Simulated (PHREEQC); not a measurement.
A solution holds 0.034 mol K2CO3, 1.7e-06 mol H4SiO4 and 3.7e-05 mol KH2PO4 per kg of water, at 25 °C. Closed to the air; pH follows from the charge balance.

All values are PHREEQC results (ion-association model, wateq4f.dat), not measurements.

```json
{
 "pH": "11.20",
 "ionic_strength": "0.1000 mol/kgw",
 "total_alkalinity": "68.0 meq/kg"
}
```

```tsv
species	molality	activity	log γ
K+	0.0680	0.0520	-0.117
CO3-2	0.0319	0.0123	-0.413
HCO3-	0.00211	0.00167	-0.103
OH-	0.00207	0.00158	-0.118
HPO4-2	2.87e-5	1.08e-5	-0.425
PO4-3	6.92e-6	7.67e-7	-0.955
H3SiO4-	1.61e-6	1.24e-6	-0.114
KHPO4-	1.39e-6	1.09e-6	-0.103
H4SiO4	5.22e-8	5.34e-8	0.010
H2SiO4-2	3.45e-8	1.33e-8	-0.413
CO2	2.33e-8	2.38e-8	0.010
H2PO4-	1.40e-9	1.10e-9	-0.103
```

This is a speciation only: nothing precipitates in the calculation. H3PO4, which wateq4f.dat lacks, is added to it with the constant of phreeqc.dat.
